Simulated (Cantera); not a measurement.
Ignition delay

Mixture: 10.4 % CH4, 18.8 % O2, 70.8 % N2, equivalence ratio 1.1, at 18800 Torr, adiabatic and at constant pressure. Ignition delay is the time to a rise of 400 K.

Detailed kinetics in Cantera: GRI-Mech 3.0 (53 species, 325 reactions). The pressure lies above the range GRI-Mech 3.0 was tuned for (to about 10 atm).

```
T0 (K)  delay (ms)
------  ----------
1223          1.34
1298         0.587
1373         0.274
1448         0.134
1523        0.0686
1598        0.0364
1673        0.0200
1748        0.0114
1823       0.00673
```

```yaml
apparent activation energy between 1673 and 1823 K: 180 kJ/mol
```
